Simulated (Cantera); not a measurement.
A closed system holds: 1 mol SiCl4, 0.61 mol H2, at 530000 Pa.

Equilibrium computed with Cantera from the NASA thermochemical tables; the gas is ideal and each condensed phase is pure. Candidate condensed phases: Si; 19 gas species. The tables' values for SiCl3 are old estimates; treat these amounts as uncertain. Equilibrium is a limit: real reactors are often held back by kinetics, nucleation or transport.

log p: log10 of the partial pressure in bar; nothing condenses.

```csv
T (°C),log p SiCl4,log p H2,log p HCl,log p SiHCl3,log p SiCl3
427,0.51,0.29,-1.44,-1.44,-5.75
502,0.51,0.29,…,…,-4.73
577,0.50,0.28,-1.00,-1.00,-3.89
652,0.50,0.27,-0.83,-0.84,-3.19
727,0.49,0.26,…,…,-2.60
802,0.48,0.24,-0.58,-0.60,-2.09
877,0.47,0.23,-0.48,-0.52,-1.67
952,0.46,0.21,-0.38,-0.46,-1.30
```

What belongs in the gaps?


- 727, log p HCl: -0.70
- 727, log p SiHCl3: -0.71
- 502, log p HCl: -1.19
- 502, log p SiHCl3: -1.20
